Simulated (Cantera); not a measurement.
Charge: 1 mol C, 1.3 mol H2, equilibrated at 1725 °C and 6.10 bar.

These are equilibrium values from Cantera (NASA tables, ideal gas, pure condensed phases), not measurements of a reactor. Candidate condensed phases: C, C6H6, C7H8, C8H18; 76 gas species. Kinetics and transport are ignored.

**Question.** What is the equilibrium state?

**Answer.** 
```json
{
 "x(H2)": "0.996",
 "x(CH4)": "0.00258",
 "x(C2H2 (acetylene))": "0.000756",
 "x(H)": "0.000649",
 "x(CH3)": "3.33e-5",
 "x(C2H4)": "3.12e-5",
 "n(C(graphite))": "0.995 mol",
 "gas_amount": "1.297 mol"
}
```
